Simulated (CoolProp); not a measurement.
Saturation properties of sulfur dioxide.

Model: reference Helmholtz-energy equation of state, Gao 2016, in CoolProp.

```csv
T (K),p (MPa),liquid density (kg/m³),vapour Z,surface tension (mN/m)
304.3,0.4794,1349,0.9211,20.5
308.2,0.5420,1338,0.9144,19.7
312.1,0.6107,1327,0.9073,19.0
316,0.6858,1315,0.8999,18.2
319.9,0.7677,1303,0.8921,17.5
323.8,0.8568,1291,0.8840,16.7
327.7,0.9535,1279,0.8754,16.0
331.6,1.058,1266,0.8665,15.2
335.5,1.171,1254,0.8571,14.5
339.5,1.296,1240,0.8471,13.7
343.4,1.428,1227,0.8369,13.0
347.3,1.569,1214,0.8262,12.3
351.2,1.720,1200,0.8151,11.5
355.1,1.881,1185,0.8034,10.8
359,2.054,1171,0.7913,10.1
```

It boils at 263.1 K under 1 atm.

Surface tension comes from a separate correlation (Mulero 2012).
